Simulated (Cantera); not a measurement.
Adiabatic ignition

An adiabatic, constant-volume homogeneous reactor starts with 13.1 % CH4, 1.44 % CO, 18.0 % O2, 67.5 % N2, at 1748 K and 1000000 Pa.

Computed with Cantera and GRI-Mech 3.0 (53 species, 325 reactions). Above 3000 K some thermodynamic fits are extrapolated.

| t (s) | T (K) | P (bar) | x CH4 | x CO | x O2 | x CO2 | x O |
|---|---|---|---|---|---|---|---|
| 1.00e-6 | 1748 | 10.00 | 0.131 | 0.0144 | 0.180 | 1.50e-6 | 2.01e-7 |
| 3.30e-6 | 1747 | 10.00 | 0.131 | 0.0144 | 0.179 | 9.80e-6 | 5.65e-7 |
| 1.09e-5 | 1757 | 10.1 | 0.127 | 0.0146 | 0.178 | 8.54e-5 | 2.17e-6 |
| 3.58e-5 | 3217 | 20.4 | 2.93e-11 | 0.102 | 0.00197 | 0.0294 | 0.00224 |
| 0.000118 | 3206 | 20.3 | 3.15e-11 | 0.102 | 0.00179 | 0.0290 | 0.00207 |
| 0.000389 | 3206 | 20.3 | 3.16e-11 | 0.102 | 0.00179 | 0.0290 | 0.00207 |
| 0.00128 | 3206 | 20.3 | 3.16e-11 | 0.102 | 0.00179 | 0.0290 | 0.00207 |
| 0.00423 | 3206 | 20.3 | 3.16e-11 | 0.102 | 0.00179 | 0.0290 | 0.00207 |
| 0.0140 | 3206 | 20.3 | 3.16e-11 | 0.102 | 0.00179 | 0.0290 | 0.00207 |
| 0.0460 | 3206 | 20.3 | 3.16e-11 | 0.102 | 0.00179 | 0.0290 | 0.00207 |
| 0.152 | 3206 | 20.3 | 3.16e-11 | 0.102 | 0.00179 | 0.0290 | 0.00207 |
| 0.500 | 3206 | 20.3 | 3.16e-11 | 0.102 | 0.00179 | 0.0290 | 0.00207 |
x: mole fraction; the columns are a selection and need not sum to one.

| Quantity | Result |
|---|---|
| time of steepest temperature rise | 24.5 µs |
| temperature at 0.500 s | 3206 K |
| equilibrium temperature | 3206 K |
| x(CH4) at 0.500 s | 3.16e-11 (gas-phase equilibrium 3.67e-11) |
| x(CO) at 0.500 s | 0.102 (gas-phase equilibrium 0.102) |
| x(O2) at 0.500 s | 0.00179 (gas-phase equilibrium 0.00179) |
